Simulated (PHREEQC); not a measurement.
**Copper plating or etch bath: speciation**

Solution (20 °C): 0.0077 mol/kgw CuSO4, 0.07 mol/kgw HCl and 0.0074 mol/kgw H3BO3. Closed to the air; pH follows from the charge balance.

Model: ion-association model, wateq4f.dat, run in PHREEQC.

Each row changes one thing in this solution. No solid was allowed to form.

| case | pH | ionic strength (mol/kgw) | Cu+2 (mol/kgw) | CuCl+ (mol/kgw) | CuCl2 (mol/kgw) | CuCl3- (mol/kgw) | SI of Tenorite (CuO) | SI of Cu(OH)2 (Cu(OH)2) |
|---|---|---|---|---|---|---|---|---|
| as made | 1.27 | 0.0879 | 0.00681 | 0.000413 | 8.65e-6 | 1.98e-9 | -7.82 | -8.84 |
| H3BO3 replaced by Cu(BF4)2 at the same molality | ? | 0.107 | 0.0135 | 0.000770 | 1.54e-5 | 3.52e-9 | -7.52 | -8.54 |
| HCl from 0.07 to 0.077 mol/kgw | ? | 0.0947 | 0.00682 | 0.000446 | 1.01e-5 | 2.55e-9 | -7.91 | -8.94 |
| 0.0038 mol/kgw NaHCO3 added | ? | 0.0881 | 0.00680 | 0.000412 | 8.63e-6 | 1.97e-9 | -7.77 | -8.79 |
| 0.0025 mol/kgw CO2 added | 1.27 | 0.0879 | 0.00681 | 0.000413 | 8.65e-6 | 1.98e-9 | -7.82 | -8.84 |
| 0.01 mol/kgw CsOH added | ? | 0.0883 | 0.00677 | 0.000410 | 8.58e-6 | 1.96e-9 | -7.68 | -8.71 |
| temperature from 20 to 25 °C | 1.27 | 0.0875 | 0.00673 | 0.000520 | 1.15e-5 | 2.86e-9 | -7.64 | -8.66 |
| CuSO4 replaced by CuCl2 at the same molality | 1.24 | 0.0920 | 0.00716 | 0.000523 | 1.32e-5 | 3.70e-9 | -7.87 | -8.89 |
| H3BO3 left out | 1.27 | 0.0879 | 0.00681 | 0.000413 | 8.65e-6 | 1.98e-9 | -7.82 | -8.84 |

**Question.** Complete the blanks.

**Answer.** 
- H3BO3 replaced by Cu(BF4)2 at the same molality, pH: 1.28
- HCl from 0.07 to 0.077 mol/kgw, pH: 1.23
- 0.0038 mol/kgw NaHCO3 added, pH: 1.29
- 0.01 mol/kgw CsOH added, pH: 1.34
